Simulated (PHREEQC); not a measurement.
Dissolve 0.013 mol/kgw NH4HF2, 0.00014 mol/kgw (NH4)2SiF6, 0.00067 mol/kgw HBF4 and 0.016 mol/kgw HCl at 25 °C. Closed to the air; pH follows from the charge balance.

All values are PHREEQC results (ion-association model, phreeqc.dat), not measurements.

This is a speciation only: nothing precipitates in the calculation.

### Question
Estimate the pH.

### Answer
pH 2.22.

### Question
In which forms is F present?

### Answer
HF 77 %, F- 9.8 %, BF4- 8.9 %, SiF6-2 2.8 %, HF2- 1.7 % of the F.

Complexes and solids missing from the database can't appear. SiF6-2 is the database's only silicon fluoride. Real BF4- forms and hydrolyses slowly; the run takes it at equilibrium.
